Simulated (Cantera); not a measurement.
A perfectly stirred reactor is fed with H2 : O2 = 0.036 : 1 (molar parts), equivalence ratio 0.018, at 6.53 Torr; it is held at 1273 K, and followed from long to short residence time.

Computed with Cantera and the H2/O2 subset of GRI-Mech 3.0, which has no nitrogen chemistry. Radical loss at walls, strong at low pressure, is not modelled. The temperature is held fixed by assumption; the heat of reaction is taken as removed at once.

Q: What does this change do: 0.069 parts H2O added?

A: 
```csv
quantity,before,after
x(H2) at τ = 0.620 s,0.000208,0.000300
x(O2) at τ = 0.620 s,0.955,0.898
x(H2O2) at τ = 0.620 s,3.16e-8,6.47e-8
x(O) at τ = 0.620 s,0.00815,0.00440
x(HO2) at τ = 0.620 s,8.92e-7,1.39e-6
x(H2) at τ = 62.0 ms,0.000659,0.000994
x(O2) at τ = 62.0 ms,0.943,0.888
x(H2O2) at τ = 62.0 ms,3.96e-8,8.91e-8
x(O) at τ = 62.0 ms,0.0194,0.0129
x(HO2) at τ = 62.0 ms,1.28e-6,2.21e-6
```

Q: What does this change do: 0.078 parts H2O added?

A: 
```
quantity                  before     after
----------------------  --------  --------
x(H2) at τ = 0.620 s    0.000208  0.000307
x(O2) at τ = 0.620 s       0.955     0.891
x(H2O2) at τ = 0.620 s   3.16e-8   6.81e-8
x(O) at τ = 0.620 s      0.00815   0.00416
x(HO2) at τ = 0.620 s    8.92e-7   1.44e-6
x(H2) at τ = 62.0 ms    0.000659   0.00102
x(O2) at τ = 62.0 ms       0.943     0.881
x(H2O2) at τ = 62.0 ms   3.96e-8   9.47e-8
x(O) at τ = 62.0 ms       0.0194    0.0124
x(HO2) at τ = 62.0 ms    1.28e-6   2.30e-6
```
